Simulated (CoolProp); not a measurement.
Saturation properties of 1,2-dichloroethane.

Values from CoolProp's reference Helmholtz-energy equation of state, Thol 2015.

| T (K) | p (MPa) | liquid density (kg/m³) | vapour density (kg/m³) | enthalpy of vaporisation (kJ/kg) | liquid cp (kJ/(kg K)) |
|---|---|---|---|---|---|
| 289.3 | 0.006787 | 1258 | 0.2803 | 358.9 | 1.297 |
| 297.5 | 0.01019 | 1246 | 0.4099 | 354.9 | 1.302 |
| 305.8 | 0.01499 | ___ | 0.5874 | 350.8 | 1.309 |
| 314 | 0.02143 | 1222 | 0.8199 | 346.7 | 1.316 |
| 322.3 | 0.03012 | 1210 | 1.126 | 342.5 | 1.324 |
| 330.6 | 0.04149 | 1197 | 1.517 | ___ | 1.333 |
| 338.8 | 0.05592 | 1185 | 2.002 | 334.0 | 1.342 |
| 347.1 | 0.07438 | 1172 | 2.612 | 329.5 | 1.352 |
| 355.3 | 0.09711 | 1159 | 3.349 | 325.0 | 1.363 |
| 363.6 | 0.1254 | ___ | 4.252 | 320.4 | 1.374 |
| 371.9 | ___ | 1132 | 5.336 | 315.5 | 1.386 |
| 380.1 | 0.2007 | 1118 | 6.607 | 310.6 | 1.398 |
| 388.4 | ___ | 1104 | 8.122 | 305.5 | 1.412 |
| 396.6 | 0.3071 | 1090 | ___ | 300.3 | 1.425 |
| 404.9 | 0.3747 | 1075 | 11.93 | 294.8 | 1.439 |

Task: Complete the blanks.

Result: 
- 305.8, liquid density (kg/m³): 1234
- 330.6, enthalpy of vaporisation (kJ/kg): 338.3
- 363.6, liquid density (kg/m³): 1146
- 371.9, p (MPa): 0.1598
- 388.4, p (MPa): 0.2498
- 396.6, vapour density (kg/m³): 9.872

It boils at 356.6 K under 1 atm.
